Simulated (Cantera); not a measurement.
A perfectly stirred reactor is fed with NH3 : H2 = 1 : 25 (molar parts), at 0.0140 bar; it is held at 1650 K, and followed from long to short residence time.

Computed with Cantera and the gas-phase N/H chemistry of the illustrative SiF4/NH3 mechanism in the Surface Chemkin manual (1991). Walls and surfaces, which speed up NH3 decomposition in real reactors, are not modelled.

### Question
What does this change do: temperature 1650 to 2150 K?

### Answer
| quantity | before | after |
|---|---|---|
| x(NH3) at τ = 24.0 s | 0.0344 | 6.50e-5 |
| x(H2) at τ = 24.0 s | 0.963 | 0.951 |
| x(H) at τ = 24.0 s | 0.000258 | 0.0306 |
| x(N2H4) at τ = 24.0 s | 1.07e-10 | <1e-12 |
| x(N2) at τ = 24.0 s | 0.00193 | 0.0182 |
| x(NH3) at τ = 84.0 ms | 0.0385 | 0.0347 |
| x(H2) at τ = 84.0 ms | 0.962 | 0.961 |
| x(H) at τ = 84.0 ms | 9.37e-6 | 0.00220 |
| x(N2H4) at τ = 84.0 ms | <1e-12 | 1.24e-10 |
| x(N2) at τ = 84.0 ms | 4.03e-9 | 0.00165 |

### Question
What does this change do: pressure from 0.0140 bar to 0.0267 bar?

### Answer
| quantity | before | after |
|---|---|---|
| x(NH3) at τ = 24.0 s | 0.0344 | 0.0325 |
| x(H2) at τ = 24.0 s | 0.963 | 0.964 |
| x(H) at τ = 24.0 s | 0.000258 | 0.000246 |
| x(N2H4) at τ = 24.0 s | 1.07e-10 | 1.64e-10 |
| x(N2) at τ = 24.0 s | 0.00193 | 0.00286 |
| x(NH3) at τ = 84.0 ms | 0.0385 | 0.0385 |
| x(H2) at τ = 84.0 ms | 0.962 | 0.962 |
| x(H) at τ = 84.0 ms | 9.37e-6 | 1.78e-5 |
| x(N2H4) at τ = 84.0 ms | <1e-12 | 1.23e-12 |
| x(N2) at τ = 84.0 ms | 4.03e-9 | 2.93e-8 |
